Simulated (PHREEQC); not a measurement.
## Hard or scaling water: an equilibrium model

Consider water at 20 °C with 0.08 mol MgCl2, 0.001 mol CO2 and 1.3e-06 mol H4SiO4 per kg of water. Closed to the air; pH follows from the charge balance.

The numbers come from PHREEQC with the ion-association model, phreeqc.dat.

Each row changes one thing in this solution. This is a speciation only: nothing precipitates in the calculation.

```json
[
 {"case": "as made", "pH": "4.61", "CO2 (mol/kgw)": "0.000969", "HCO3- (mol/kgw)": "2.35e-5", "MgHCO3+ (mol/kgw)": "7.46e-6", "(CO2)2 (mol/kgw)": "1.54e-8", "MgOH+ (mol/kgw)": "3.28e-9"},
 {"case": "H4SiO4 from 1.3e-06 to 1.3e-07 mol/kgw", "pH": "4.61", "CO2 (mol/kgw)": "0.000969", "HCO3- (mol/kgw)": "2.35e-5", "MgHCO3+ (mol/kgw)": "7.46e-6", "(CO2)2 (mol/kgw)": "1.54e-8", "MgOH+ (mol/kgw)": "3.28e-9"},
 {"case": "H4SiO4 replaced by H2SiF6 at the same molality", "pH": "4.56", "CO2 (mol/kgw)": "0.000973", "HCO3- (mol/kgw)": "2.08e-5", "MgHCO3+ (mol/kgw)": "6.60e-6", "(CO2)2 (mol/kgw)": "1.55e-8", "MgOH+ (mol/kgw)": "…"},
 {"case": "diluted 10-fold with water", "pH": "5.19", "CO2 (mol/kgw)": "9.27e-5", "HCO3- (mol/kgw)": "…", "MgHCO3+ (mol/kgw)": "3.68e-7", "(CO2)2 (mol/kgw)": "1.34e-10", "MgOH+ (mol/kgw)": "…"},
 {"case": "H4SiO4 left out", "pH": "4.61", "CO2 (mol/kgw)": "0.000969", "HCO3- (mol/kgw)": "2.35e-5", "MgHCO3+ (mol/kgw)": "7.46e-6", "(CO2)2 (mol/kgw)": "1.54e-8", "MgOH+ (mol/kgw)": "3.28e-9"},
 {"case": "CO2 from 0.001 to 0.0015 mol/kgw", "pH": "…", "CO2 (mol/kgw)": "0.00146", "HCO3- (mol/kgw)": "2.88e-5", "MgHCO3+ (mol/kgw)": "9.17e-6", "(CO2)2 (mol/kgw)": "3.50e-8", "MgOH+ (mol/kgw)": "2.67e-9"},
 {"case": "temperature from 20 to 75 °C", "pH": "4.56", "CO2 (mol/kgw)": "0.000964", "HCO3- (mol/kgw)": "2.45e-5", "MgHCO3+ (mol/kgw)": "1.09e-5", "(CO2)2 (mol/kgw)": "…", "MgOH+ (mol/kgw)": "2.00e-7"},
 {"case": "diluted 2-fold with water", "pH": "4.80", "CO2 (mol/kgw)": "0.000481", "HCO3- (mol/kgw)": "1.65e-5", "MgHCO3+ (mol/kgw)": "3.04e-6", "(CO2)2 (mol/kgw)": "3.68e-9", "MgOH+ (mol/kgw)": "2.83e-9"}
]
```

What belongs in the gaps?


- H4SiO4 replaced by H2SiF6 at the same molality, MgOH+ (mol/kgw): 2.89e-9
- diluted 10-fold with water, HCO3- (mol/kgw): 6.92e-6
- diluted 10-fold with water, MgOH+ (mol/kgw): 1.88e-9
- CO2 from 0.001 to 0.0015 mol/kgw, pH: 4.52
- temperature from 20 to 75 °C, (CO2)2 (mol/kgw): 6.26e-8

Complexes and solids missing from the database can't appear. Away from 25 °C the constants follow the database's enthalpies or fits; those with neither stay at their 25 °C values. SiF6-2 is the database's only silicon fluoride.
